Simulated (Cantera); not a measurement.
A closed system holds: 1 mol FeS, 29 mol H₂, 0.74 mol H₂O, equilibrated at 600 K and 0.100 bar.

These are equilibrium values from Cantera (NASA tables, ideal gas, pure condensed phases), not measurements of a reactor. Candidate condensed phases: Fe, FeO, Fe(OH)₂, Fe(OH)₃, FeS, FeSO₄, FeS₂, Fe₂O₃, Fe₂(SO₄)₃, Fe₃O₄, H₂O, H₂SO₄, S; 22 gas species. FeS: taken at fixed stoichiometry. Rates play no part.

Question: What is the equilibrium state?

Answer: 
| Quantity | Result |
|---|---|
| x(H₂) | 0.975 |
| x(H₂O) | 0.0249 |
| x(H₂S) | 5.17e-6 |
| n(Fe(α)) | 0.000154 mol |
| n(FeS(s)) | 1.000 mol |
| gas amount | 29.74 mol |
| log10 activity of Fe(OH)₂(s) (absent) | -5.71 |
| log10 activity of S(l) (absent) | -8.96 |
| log10 activity of Fe(OH)₃(s) (absent) | -11.99 |
